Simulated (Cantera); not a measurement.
Equilibrium for hydrogen reduction and annealing atmospheres: CuO + H₂

A closed system holds: 1 mol CuO, 2400 mol H₂, equilibrated at 3.90 Torr.

Cantera equilibrium calculation (NASA polynomials, part measured and part estimated; ideal gas, pure solids and liquids). Candidate condensed phases: Cu, CuO, Cu(OH)₂, Cu₂O, H₂O; 12 gas species. Equilibrium is a limit: real reactors are often held back by kinetics, nucleation or transport.

| T (K) | x H₂ | x H | x H₂O | x Cu | n Cu(s) |
|---|---|---|---|---|---|
| 748 | 1.000 | 3.99e-12 | 0.000417 | <1e-12 | 1.00 |
| 898 | 1.000 | 1.52e-9 | 0.000417 | 3.14e-11 | 1.00 |
| 1048 | 1.000 | 1.07e-7 | 0.000417 | 1.88e-8 | 1.000 |
| 1198 | 1.000 | 2.64e-6 | 0.000417 | 2.23e-6 | 0.995 |
| 1348 | 0.999 | 3.21e-5 | 0.000417 | 9.01e-5 | 0.784 |
| 1498 | 0.999 | 0.000238 | 0.000416 | 0.000416 | 0 |
| 1648 | 0.998 | 0.00123 | 0.000416 | 0.000416 | 0 |
| 1798 | 0.994 | 0.00487 | 0.000415 | 0.000415 | 0 |
| 1948 | 0.984 | 0.0155 | 0.000413 | 0.000413 | 0 |
| 2098 | 0.957 | 0.0418 | 0.000406 | 0.000408 | 0 |
| 2248 | 0.902 | 0.0968 | 0.000390 | 0.000396 | 0 |
x: gas mole fraction; n: condensed amount in mol.

From 748 K to 1348 K the condensed part is Cu(s). From 1498 K to 2248 K nothing is condensed.
